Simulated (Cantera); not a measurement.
Input: 1 mol Al2O3, 1.7 mol H2, equilibrated at 0.00210 bar.

These are equilibrium values from Cantera (NASA tables, ideal gas, pure condensed phases), not measurements of a reactor. Candidate condensed phases: Al, Al2O3, H2O; 19 gas species. Rates play no part.

Task: At 1825 K, list the 5 most abundant gas species with their mole fractions, and the condensed phases.

Result: H2 0.990, H 0.00956, H2O 0.000172, Al 9.77e-5, Al2O 1.01e-5. Condensed: Al2O3(s).
